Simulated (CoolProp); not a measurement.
o-xylene at several states: density (kg/m³) from the reference equation and from simpler models built on Tc = 630.3 K, pc = 37.37 bar, ω = 0.312; each cubic takes its own stable root.

Model: reference Helmholtz-energy equation of state, Zhou 2012, in CoolProp.

```
T (K)  p (bar)   phase  reference
-----  -------  ------  ---------
592.9     0.61     gas      1.324
326.3     51.2  liquid      856.2
271.6    0.219  liquid      898.3
490.7    0.431     gas      1.133
411.4     14.4  liquid      777.4
545.7      157  liquid      675.7
```

**Question.** How far does each simpler model (van der Waals, Redlich-Kwong) lie from the reference over these 6 states: mean and median of the absolute difference, and the worst?

**Answer.** 
- van der Waals: mean 36.4 %, median 38.1 %, worst -99.9 % at 271.6 K and 0.219 bar
- Redlich-Kwong: mean 9.4 %, median 13.3 %, worst -15.0 % at 411.4 K and 14.4 bar

At some of these states van der Waals gives the other phase, because its saturation line lies elsewhere.
